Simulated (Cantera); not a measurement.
A closed system holds: 1 mol AlN, 5.6 mol O₂, 2.1 mol H₂, at 1700 °C and 43.0 Pa.

These are equilibrium values from Cantera (NASA tables, ideal gas, pure condensed phases), not measurements of a reactor. Candidate condensed phases: Al, AlN, Al₂O₃, H₂O; 35 gas species. Kinetics and transport are ignored.

Base state: O₂ 0.565, H₂O 0.300, N₂ 0.0746, OH 0.0276, O 0.0197, H₂ 0.00452, H 0.00438, NO 0.00359 (mole fractions); condensed: Al₂O₃(s).

### Question
What changes in the equilibrium state with this change: pressure from 43.0 Pa to 60.0 Pa?

### Answer
```tsv
species	before	after
O₂	0.565	0.569
H₂O	0.300	0.303
N₂	0.0746	0.0748
O	0.0197	0.0167
OH	0.0276	0.0256
H	0.00438	0.00343
H₂	0.00452	0.00386
NO	0.00359	0.00360
Al₂O₃(s), mol	0.500	0.500
```

### Question
What changes in the equilibrium state with this change: pressure from 43.0 Pa to 10.0 mbar?

### Answer
```
species         before     after
-------------  -------  --------
O₂               0.565     0.584
H₂O              0.300     0.318
N₂              0.0746    0.0758
O               0.0197   0.00415
OH              0.0276    0.0131
H              0.00438  0.000423
H₂             0.00452  0.000979
NO             0.00359   0.00367
Al₂O₃(s), mol    0.500     0.500
```
